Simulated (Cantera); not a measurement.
Feed: 1 mol S, 4.1 mol H2, a varied amount of N2, held at 1348 K and 1 atm.

These are equilibrium values from Cantera (NASA tables, ideal gas, pure condensed phases), not measurements of a reactor. Candidate condensed phases: S; 15 gas species. Rates play no part.

log p: log10 of the partial pressure in bar; nothing condenses.

| n(N2) (mol) | log p N2 | log p H2 | log p H2S | log p S2 | log p SH |
|---|---|---|---|---|---|
| 3 | -0.37 | -0.35 | -0.86 | -2.84 | -3.68 |
| 7 | -0.20 | -0.54 | -1.05 | -2.85 | -3.78 |
| 11 | -0.13 | -0.68 | -1.19 | -2.86 | -3.85 |
| 15 | -0.10 | ? | ? | -2.88 | -3.91 |
| 19 | -0.08 | -0.86 | -1.39 | -2.89 | -3.95 |
| 23 | -0.07 | ? | ? | -2.90 | -3.99 |
| 27 | -0.06 | -0.99 | -1.52 | -2.91 | -4.03 |
| 32 | -0.05 | -1.05 | -1.59 | -2.92 | -4.07 |
| 36 | -0.04 | -1.09 | -1.64 | -2.93 | -4.09 |
| 40 | -0.04 | -1.13 | -1.69 | -2.94 | -4.12 |

Fill in the missing entries.


- 15, log p H2: -0.78
- 15, log p H2S: -1.30
- 23, log p H2: -0.93
- 23, log p H2S: -1.46
